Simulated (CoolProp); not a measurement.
Vapour-liquid equilibrium of n-pentane (1) + toluene (2) at 0.553 MPa; x and y are mole fractions of (1).

Values from CoolProp's multi-fluid Helmholtz-energy mixture model, Thol 2019 and Lemmon 2006; pair parameters Bell 2016.

**Question.** Give the bubble temperature and the first vapour's composition at x = 0.2, 0.65, 0.8. Is there an azeotrope?

**Answer.** x = 0.2: 148.2 °C, y = 0.576; x = 0.65: 112.4 °C, y = 0.904; x = 0.8: 105.3 °C, y = 0.950. No azeotrope shows between x = 0.05 and 0.95.

Pair parameters are fitted to limited data, so mixtures are less certain than the pure fluids.
